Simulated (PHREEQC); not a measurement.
1 kg of water holding 0.088 mol/kgw CaCl2, 0.031 mol/kgw NaCl and 0.0051 mol/kgw MgCl2 is evaporated at 60 °C; the solids stay in contact with the brine. No CO2 enters from the air. The run lets Bischofite, Brucite, Halite, Portlandite, MgCl2_4H2O precipitate or redissolve, and no other solid.

Model: Pitzer model, pitzer.dat, run in PHREEQC.

```csv
water left (kg),ionic strength,water activity,Halite (mol),Ca in solution (mol/kgw),Mg in solution (mol/kgw),Cl in solution (mol/kgw)
1,0.310,0.995,0,0.0880,0.00510,0.217
0.8219,0.378,0.994,0,0.107,0.00621,0.264
0.6755,0.459,[?],0,0.130,0.00755,0.322
0.5552,0.559,0.990,0,0.159,0.00919,0.391
0.4563,0.680,0.988,0,0.193,0.0112,0.476
0.375,0.827,0.986,0,0.235,0.0136,0.579
0.3082,1.01,[?],0,0.285,0.0165,0.705
0.2533,1.22,0.978,0,0.347,0.0201,0.857
0.2082,1.49,0.973,0,0.423,0.0245,1.04
0.1711,1.81,[?],0,0.514,0.0298,1.27
0.1407,2.21,0.959,0,0.626,0.0363,1.54
0.1156,2.68,0.948,0,0.761,0.0441,1.88
0.09502,3.27,0.934,0,0.926,0.0537,2.29
0.07809,3.97,0.916,0,1.13,0.0653,2.78
0.06418,4.84,0.891,0,1.37,0.0795,3.38
0.05275,5.88,0.859,0,1.67,0.0967,4.12
0.04335,7.16,0.815,0,2.03,0.118,5.01
0.03564,8.71,0.758,0,2.47,0.143,6.09
0.0293,10.6,0.685,0,3.00,0.174,7.41
0.02407,12.8,0.601,0.00314,3.66,0.212,8.89
0.01979,14.8,[?],0.0181,4.45,0.258,10.1
0.01627,17.5,0.429,0.0258,5.41,0.313,11.8
```

Problem. What belongs in the gaps?

Solution. 
- 0.6755, water activity: 0.992
- 0.3082, water activity: 0.982
- 0.1711, water activity: 0.967
- 0.01979, water activity: 0.529

Complexes and solids missing from the database can't appear. At this temperature some constants are extrapolated from 25 °C, and those without enthalpy data are left unchanged.
